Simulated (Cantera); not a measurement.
Input: 1 mol Ti, 2 mol O₂, 13 mol H₂, held at 0.0290 bar.

These are equilibrium values from Cantera (NASA tables, ideal gas, pure condensed phases), not measurements of a reactor. Candidate condensed phases: H₂O, Ti, TiO, TiO₂, Ti₂O₃, Ti₃O₅, Ti₄O₇; 12 gas species. Kinetics and transport are ignored.

### Question
At 1377 °C, list the 3 most abundant gas species with their mole fractions, and the condensed phases.

### Answer
H₂ 0.846, H₂O 0.154, H 0.000491. Condensed: TiO₂(rutile).
